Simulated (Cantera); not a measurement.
Adiabatic ignition

An adiabatic, constant-volume homogeneous reactor starts with CO : H2 : O2 : N2 : CO2 = 1 : 0.087 : 0.494 : 3.41 : 0.1 (molar parts), equivalence ratio 1.1, at 1375 K and 1200000 Pa.

Computed with Cantera and GRI-Mech 3.0 (53 species, 325 reactions). The hydrogen kinetics of GRI-Mech 3.0 are dated; newer H2 mechanisms differ, most at raised pressure. The pressure lies above the range GRI-Mech 3.0 was tuned for (to about 10 atm).

```tsv
t (s)	T (K)	P (bar)	x CO	x H2	x O2	x CO2	x HO2
4.00e-6	1375	12.0	0.196	0.0171	0.0970	0.0197	1.60e-5
1.01e-5	1681	14.4	0.174	0.00181	0.0752	0.0457	0.000133
2.56e-5	2673	21.7	0.0703	0.000906	0.0225	0.162	6.24e-6
6.49e-5	2818	22.6	0.0551	0.000693	0.0148	0.180	3.64e-6
0.000164	2820	22.6	0.0544	0.000689	0.0133	0.180	3.30e-6
0.000416	2811	22.6	0.0547	0.000700	0.0122	0.180	3.04e-6
0.00105	2807	22.5	0.0549	0.000704	0.0117	0.180	2.93e-6
0.00266	2807	22.5	0.0549	0.000705	0.0117	0.180	2.92e-6
0.00674	2807	22.5	0.0549	0.000705	0.0117	0.180	2.92e-6
0.0171	2807	22.5	0.0549	0.000705	0.0117	0.180	2.92e-6
0.0432	2807	22.5	0.0549	0.000705	0.0117	0.180	2.92e-6
0.109	2807	22.5	0.0549	0.000705	0.0117	0.180	2.92e-6
0.277	2807	22.5	0.0549	0.000705	0.0117	0.180	2.92e-6
0.700	2807	22.5	0.0549	0.000705	0.0117	0.180	2.92e-6
```
x: mole fraction; the columns are a selection and need not sum to one.

```
Quantity                                                              Result
---------------------------------  -----------------------------------------
time of steepest temperature rise                                    12.6 µs
temperature at 0.700 s                                                2807 K
equilibrium temperature                                               2807 K
x(CO) at 0.700 s                       0.0549 (gas-phase equilibrium 0.0549)
x(H2) at 0.700 s                   0.000705 (gas-phase equilibrium 0.000705)
x(O2) at 0.700 s                       0.0117 (gas-phase equilibrium 0.0117)
```
